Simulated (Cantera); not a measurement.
Input (Python, Cantera) and output of one run.

```python
import numpy as np
import cantera as ct

gas_names = """
    F F2 H HF H2 H2F2 H3F3 H4F4 H5F5 H6F6 H7F7 Si SiF SiF2 SiF3 SiF4 SiH SiHF3 SiH2 SiH2F2 SiH3 SiH3F
    SiH4 Si2 Si3
""".split()
cond_names = """
    Si(cr) Si(L)
""".split()


# ... load() reads the species with a 1 bar reference pressure and builds the phases ...
atoms = {
    'Si': {'Si': 1},
    'F2': {'F': 2},
    'H2': {'H': 2},
}
top_T = {}  # K; cautious upper limits of use, not melting points


# ... equilibrate(T, P, feed) seeds the gas with the atoms and calls Mixture.equilibrate('TP', solver="vcs", rtol=1e-11, max_steps=5000) ...
results = []
feed = {'Si': 1, 'F2': 0.67, 'H2': 78}  # mol
P = 100000  # Pa
for T in [698, 773, 848, 923, 998, 1073, 1148, 1223, 1298, 1373, 1448, 1523, 1598, 1673]:
    mix = equilibrate(T, P, feed)
    results.append((T, P, feed, dict(zip(mix.species_names, mix.species_moles))))
    x = sorted(zip(gas.X, gas.species_names), reverse=True)
    print(f"T = {T:g} K  P = {P:g} Pa  gas = {mix.phase_moles(0):.4g} mol")
    print("   x: " + "  ".join(f"{s} {v:.3e}" for v, s in x if v > 1e-06))
    print("   condensed (mol): " + ("  ".join(f"{mix.phase(i).name} {mix.phase_moles(i):.4g}"
          for i in range(1, mix.n_phases) if mix.phase_moles(i) > 1e-12) or "none"))
```

Output:

```
T = 698 K  P = 100000 Pa  gas = 78.31 mol
   x: H2 9.954e-01  SiF4 3.445e-03  SiHF3 9.869e-04  SiH2F2 1.832e-04  SiH3F 6.171e-06
   condensed (mol): Si(cr) 0.6381
T = 773 K  P = 100000 Pa  gas = 78.3 mol
   x: H2 9.953e-01  SiF4 3.347e-03  SiHF3 1.094e-03  SiH2F2 2.170e-04  SiH3F 8.439e-06
   condensed (mol): Si(cr) 0.6346
T = 848 K  P = 100000 Pa  gas = 78.3 mol
   x: H2 9.953e-01  SiF4 3.263e-03  SiHF3 1.185e-03  SiH2F2 2.477e-04  SiH3F 1.083e-05
   condensed (mol): Si(cr) 0.6314
T = 923 K  P = 100000 Pa  gas = 78.3 mol
   x: H2 9.953e-01  SiF4 3.188e-03  SiHF3 1.263e-03  SiH2F2 2.755e-04  SiH3F 1.327e-05  SiF3 2.433e-06  HF 1.379e-06
   condensed (mol): Si(cr) 0.6287
T = 998 K  P = 100000 Pa  gas = 78.3 mol
   x: H2 9.952e-01  SiF4 3.120e-03  SiHF3 1.330e-03  SiH2F2 3.005e-04  SiH3F 1.571e-05  SiF3 8.070e-06  HF 4.878e-06
   condensed (mol): Si(cr) 0.6262
T = 1073 K  P = 100000 Pa  gas = 78.29 mol
   x: H2 9.952e-01  SiF4 3.053e-03  SiHF3 1.386e-03  SiH2F2 3.230e-04  SiF3 2.252e-05  SiH3F 1.813e-05  HF 1.442e-05
   condensed (mol): Si(cr) 0.624
T = 1148 K  P = 100000 Pa  gas = 78.29 mol
   x: H2 9.951e-01  SiF4 2.979e-03  SiHF3 1.430e-03  SiH2F2 3.427e-04  SiF3 5.462e-05  HF 3.685e-05  SiH3F 2.049e-05  SiF2 1.275e-06
   condensed (mol): Si(cr) 0.622
T = 1223 K  P = 100000 Pa  gas = 78.3 mol
   x: H2 9.951e-01  SiF4 2.888e-03  SiHF3 1.458e-03  SiH2F2 3.591e-04  SiF3 1.177e-04  HF 8.359e-05  SiH3F 2.274e-05  SiF2 4.952e-06
   condensed (mol): Si(cr) 0.6201
T = 1298 K  P = 100000 Pa  gas = 78.3 mol
   x: H2 9.950e-01  SiF4 2.765e-03  SiHF3 1.466e-03  SiH2F2 3.711e-04  SiF3 2.290e-04  HF 1.715e-04  SiH3F 2.484e-05  SiF2 1.625e-05  H 1.069e-06
   condensed (mol): Si(cr) 0.6185
T = 1373 K  P = 100000 Pa  gas = 78.31 mol
   x: H2 9.948e-01  SiF4 2.591e-03  SiHF3 1.445e-03  SiF3 4.055e-04  SiH2F2 3.772e-04  HF 3.229e-04  SiF2 4.605e-05  SiH3F 2.670e-05  H 3.321e-06
   condensed (mol): Si(cr) 0.6169
T = 1448 K  P = 100000 Pa  gas = 78.32 mol
   x: H2 9.945e-01  SiF4 2.353e-03  SiHF3 1.385e-03  SiF3 6.566e-04  HF 5.632e-04  SiH2F2 3.755e-04  SiF2 1.146e-04  SiH3F 2.821e-05  H 9.192e-06
   condensed (mol): Si(cr) 0.6151
T = 1523 K  P = 100000 Pa  gas = 78.34 mol
   x: H2 9.941e-01  SiF4 2.043e-03  SiHF3 1.280e-03  SiF3 9.717e-04  HF 9.163e-04  SiH2F2 3.639e-04  SiF2 2.528e-04  SiH3F 2.925e-05  H 2.304e-05  SiH2 1.993e-06  SiH4 1.043e-06
   condensed (mol): Si(cr) 0.6127
T = 1598 K  P = 100000 Pa  gas = 78.37 mol
   x: H2 9.936e-01  SiF4 1.670e-03  HF 1.397e-03  SiF3 1.310e-03  SiHF3 1.128e-03  SiF2 4.979e-04  SiH2F2 3.409e-04  H 5.306e-05  SiH3F 2.967e-05  SiH2 4.862e-06  SiH4 1.135e-06
   condensed (mol): Si(cr) 0.6095
T = 1673 K  P = 100000 Pa  gas = 78.41 mol
   x: H2 9.928e-01  HF 2.002e-03  SiF3 1.602e-03  SiF4 1.266e-03  SiHF3 9.373e-04  SiF2 8.786e-04  SiH2F2 3.067e-04  H 1.135e-04  SiH3F 2.938e-05  SiH2 1.094e-05  SiF 2.507e-06  SiH4 1.227e-06
   condensed (mol): Si(cr) 0.6051
```

Equilibrium computed with Cantera from the NASA thermochemical tables; the gas is ideal and each condensed phase is pure. The tables' values for SiF3, SiF2 are old estimates; treat these amounts as uncertain. Gases not in the tables: Si2H6 and higher silanes.
